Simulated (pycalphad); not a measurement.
An equivalent pycalphad script:

```python
from pycalphad import Database, equilibrium, calculate, variables as v
import numpy as np
db = Database('COST507.tdb')
comps = ['AL', 'SI', 'FE', 'VA']
phases = ['AL13FE4', 'AL2FE', 'AL5FE2', 'AL5FE4', 'ALFESI_ALPHA', 'ALFESI_BETA', 'ALFESI_DELTA', 'ALFESI_GAMMA', 'ALFESI_TAU1', 'ALFESI_TAU3', 'BCC_B2', 'DIAMOND_A4', 'FCC_A1', 'FE2SI', 'FE5SI3', 'FESI', 'FESI2_H', 'FESI2_L', 'LIQUID']
eq = equilibrium(db, comps, phases, {v.X('SI'): 0.0126, v.X('FE'): 0.0042, v.T: np.arange(1850, 499, -40), v.P: 101325, v.N: 1}, output=['HM', 'SM'])
```

Computed with pycalphad from the COST 507 light-alloy database (1999), at 1 atm. These are 1990s assessments: newer ones move some temperatures and phases. Phase fractions are per mole of atoms.

Results at three of the temperatures:

```
T = 1810.00 K, P = 101325 Pa, N = 1 mol of atoms
G = -112075 J/mol, H = 56582 J/mol, S = 93.18 J/(mol K)  (SER reference)
chemical potentials (J/mol): Al -110946, Si -157788, Fe -239204
phase             fraction      x(Al)      x(Si)      x(Fe)
LIQUID              1.0000     0.9832     0.0126     0.0042
```

```
T = 1450.00 K, P = 101325 Pa, N = 1 mol of atoms
G = -79750 J/mol, H = 45157 J/mol, S = 86.14 J/(mol K)  (SER reference)
chemical potentials (J/mol): Al -78829, Si -112127, Fe -198217
phase             fraction      x(Al)      x(Si)      x(Fe)
LIQUID              1.0000     0.9832     0.0126     0.0042
```

```
T = 1410.00 K, P = 101325 Pa, N = 1 mol of atoms
G = -76322 J/mol, H = 43889 J/mol, S = 85.26 J/(mol K)  (SER reference)
chemical potentials (J/mol): Al -75424, Si -107195, Fe -193870
phase             fraction      x(Al)      x(Si)      x(Fe)
LIQUID              1.0000     0.9832     0.0126     0.0042
```

Changes of the phase set, refined by bisection:

```
T (K)                 phases above                      phases below
-----  ---------------------------  --------------------------------
923.0                       liquid                      fcc + liquid
912.1                 fcc + liquid            AL13FE4 + fcc + liquid
904.9       AL13FE4 + fcc + liquid       ALFESI_ALPHA + fcc + liquid
892.6  ALFESI_ALPHA + fcc + liquid        ALFESI_BETA + fcc + liquid
879.3   ALFESI_BETA + fcc + liquid                 ALFESI_BETA + fcc
786.6            ALFESI_BETA + fcc  ALFESI_BETA + diamond (Si) + fcc
```

Database names, with the compositions (at.%) that they take in these runs: ALFESI_BETA: Al 70 Si 15 Fe 15.
